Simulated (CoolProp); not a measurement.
Sulfur hexafluoride along the isotherm 242.7 K: density (kg/m³) from the reference equation and from simpler models built on Tc = 318.7 K, pc = 37.55 bar, ω = 0.210; each cubic takes its own stable root.

The numbers come from the reference Helmholtz-energy equation of state, Guder 2009 in CoolProp.

```json
[
 {"p (bar)": "12.5", "phase": "liquid", "reference": "1752"},
 {"p (bar)": "25", "phase": "liquid", "reference": "1761"},
 {"p (bar)": "37.5", "phase": "liquid", "reference": "1769"},
 {"p (bar)": "50.1", "phase": "liquid", "reference": "1777"},
 {"p (bar)": "62.6", "phase": "liquid", "reference": "1784"},
 {"p (bar)": "75.1", "phase": "liquid", "reference": "1792"},
 {"p (bar)": "87.6", "phase": "liquid", "reference": "1799"},
 {"p (bar)": "100", "phase": "liquid", "reference": "1805"},
 {"p (bar)": "113", "phase": "liquid", "reference": "1812"},
 {"p (bar)": "125", "phase": "liquid", "reference": "1818"},
 {"p (bar)": "138", "phase": "liquid", "reference": "1824"},
 {"p (bar)": "150", "phase": "liquid", "reference": "1830"},
 {"p (bar)": "163", "phase": "liquid", "reference": "1836"},
 {"p (bar)": "175", "phase": "liquid", "reference": "1841"},
 {"p (bar)": "188", "phase": "liquid", "reference": "1847"}
]
```

How far does each simpler model (van der Waals, Redlich-Kwong) lie from the reference over these 15 states: mean and median of the absolute difference, and the worst?


- van der Waals: mean 32.4 %, median 31.9 %, worst -36.3 % at 242.7 K and 12.5 bar
- Redlich-Kwong: mean 5.5 %, median 5.3 %, worst -8.6 % at 242.7 K and 12.5 bar
